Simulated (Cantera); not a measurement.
Thermodynamics of tantalum, niobium, vanadium and zirconium in process gases, feed Ta(OEt)5 + H2O

Feed: 1 mol Ta(OEt)5, 0.013 mol H2O, at 133 Pa.

Method: chemical equilibrium by Gibbs-energy minimisation in Cantera with the NASA 1993 tables (ideal gas, pure condensed phases). Candidate condensed phases: C, C6H6, C7H8, C8H18, H2O, Ta, TaC, Ta2O5; 113 gas species. The feed counts by its element totals alone. TaC: taken at fixed stoichiometry. Condensed phases not in the tables: Ta2C. Kinetics and transport are ignored.

```
T (K)  log p H2  log p H  log p CO  log p C2H2 (acetylene)  log p C2H  log p C3  n C(graphite)  n TaC(s)
-----  --------  -------  --------  ----------------------  ---------  --------  -------------  --------
1350      -3.02    -7.13     -3.42                   -8.93       <-14      <-14           3.99      1.00
1450      -3.02    -6.53     -3.42                   -8.33     -14.71      <-14           3.99      1.00
1550      -3.02    -6.01     -3.42                   -7.82     -13.40      <-14           3.99      1.00
1650      -3.02    -5.55     -3.42                   -7.36     -12.25      <-14           3.99      1.00
1750      -3.02    -5.15     -3.42                   -6.96     -11.24    -13.62           3.98      1.00
1850      -3.03    -4.78     -3.42                   -6.61     -10.33    -12.30           3.98      1.00
1950      -3.04    -4.46     -3.42                   -6.30      -9.52    -11.11           3.97      1.00
2050      -3.05    -4.17     -3.43                   -6.02      -8.80    -10.04           3.96      1.00
2150      -3.07    -3.91     -3.44                   -5.79      -8.15     -9.07           3.94      1.00
2250      -3.11    -3.69     -3.45                   -5.59      -7.56     -8.19           3.91      1.00
2350      -3.17    -3.49     -3.47                   -5.43      -7.04     -7.38           3.87      1.00
2450      -3.26    -3.33     -3.50                   -5.32      -6.58     -6.65           3.81      1.00
```
log p: log10 of the partial pressure in bar; n: condensed amount in mol.

From 1350 K to 2450 K the condensed part is C(graphite) + TaC(s).
